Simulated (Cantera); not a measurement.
**Calcination and drying: Mg(OH)2 + H2O + CO2**

Charge: 1 mol Mg(OH)2, 0.2 mol H2O, 0.12 mol CO2, held at 2048 K.

Method: chemical equilibrium by Gibbs-energy minimisation in Cantera with the NASA 1993 tables (ideal gas, pure condensed phases). Candidate condensed phases: C, C6H6, C7H8, C8H18, H2O, Mg, MgCO3, MgO, Mg(OH)2; 116 gas species. Rates play no part.

From 10.0 Pa to 1000000 Pa the condensed part is MgO(s). The main Mg-bearing gas is Mg at 10.0 Pa and Mg(OH)2 at 1000000 Pa.

| P (Pa) | x H2O | x CO2 | x H2 | x O2 | x H | x OH | x Mg | x CO | x O | n MgO(s) |
|---|---|---|---|---|---|---|---|---|---|---|
| 10 | 0.580 | 0.0421 | 0.0879 | 0.0735 | 0.0664 | 0.0477 | 0.0450 | 0.0304 | 0.0260 | 0.924 |
| 68 | 0.756 | 0.0609 | 0.0608 | 0.0384 | 0.0212 | 0.0287 | 0.00351 | 0.0233 | 0.00721 | 0.995 |
| 460 | 0.832 | 0.0732 | 0.0346 | 0.0212 | 0.00614 | 0.0161 | 0.000269 | 0.0145 | 0.00206 | 0.999 |
| 3200 | 0.869 | 0.0811 | 0.0187 | 0.0115 | 0.00171 | 0.00868 | 1.99e-5 | 0.00828 | 0.000574 | 1.000 |
| 22000 | 0.888 | 0.0855 | 0.00995 | 0.00613 | 0.000476 | 0.00463 | 1.51e-6 | 0.00456 | 0.000160 | 1.000 |
| 150000 | 0.898 | 0.0880 | 0.00528 | 0.00326 | 0.000133 | 0.00246 | 1.16e-7 | 0.00246 | 4.47e-5 | 1.000 |
| 1000000 | 0.903 | 0.0894 | 0.00281 | 0.00174 | 3.76e-5 | 0.00131 | 9.25e-9 | 0.00132 | 1.27e-5 | 1.000 |
x: gas mole fraction; n: condensed amount in mol.
